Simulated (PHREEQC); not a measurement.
Make-up at 61 °C: 2.6 mmol/kgw NH4Cl and 3.7 mmol/kgw Na2CO3. Closed to the air; pH follows from the charge balance.

Equilibrium calculation in PHREEQC: ion-association model, wateq4f.dat.

The pH comes out as 9.42, the ionic strength is 0.00795 mol/kgw and the total alkalinity is 7.40 meq/kg.

```tsv
species	molality	activity	log γ
Na+	0.00708	0.00641	-0.043
HCO3-	0.00269	0.00244	-0.042
Cl-	0.00260	0.00235	-0.044
NH3	0.00242	0.00242	0.000
CO3-2	0.000688	0.000467	-0.168
NaCO3-	0.000311	0.000282	-0.042
OH-	0.000287	0.000260	-0.044
NH4+	0.000185	0.000167	-0.043
NaHCO3	8.79e-6	8.81e-6	0.001
CO2	1.80e-6	1.80e-6	0.001
```

This is a speciation only: nothing precipitates in the calculation. Species that the database lacks are ignored. At this temperature some constants are extrapolated from 25 °C, and those without enthalpy data are left unchanged.
